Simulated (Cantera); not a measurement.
A jet of 1.52 % CH4, 13.0 % O2, 85.5 % N2, equivalence ratio 0.23 at 300 K and 0.0670 bar hits a platinum plate 2.1 cm away at a mass flux of 0.18 kg/m²/s; the plate temperature is set and raised in steps from an oxygen-covered start.

Model: Deutschmann's 1995 Pt surface mechanism with GRI-Mech 3.0 gas chemistry, integrated in Cantera. Catalytic surfaces can have several steady states; this one follows from the mechanism file's or the stated starting coverage.

x: mole fraction at the wall; θ: surface coverage.

| plate T (K) | wall x CH4 | wall x O2 | wall x H2O | wall x OH | wall x CO | wall x CO2 | θ free Pt | θ O* |
|---|---|---|---|---|---|---|---|---|
| 900 | 0.0131 | 0.126 | 0.00381 | 1.44e-8 | ___ | 0.00249 | 0.208 | 0.792 |
| 950 | 0.0118 | 0.123 | 0.00628 | 5.07e-8 | ___ | 0.00412 | 0.275 | 0.725 |
| 1000 | 0.0103 | 0.120 | 0.00894 | 1.50e-7 | ___ | 0.00587 | 0.344 | 0.656 |
| 1050 | 0.00896 | 0.117 | 0.0115 | 3.84e-7 | ___ | 0.00753 | 0.413 | 0.586 |
| 1100 | 0.00776 | 0.114 | 0.0136 | 8.82e-7 | ___ | 0.00898 | 0.480 | 0.519 |

### Question
Complete the blanks.

### Answer

- 900, wall x CO: 4.98e-6
- 950, wall x CO: 6.20e-6
- 1000, wall x CO: 7.39e-6
- 1050, wall x CO: 8.53e-6
- 1100, wall x CO: 9.75e-6
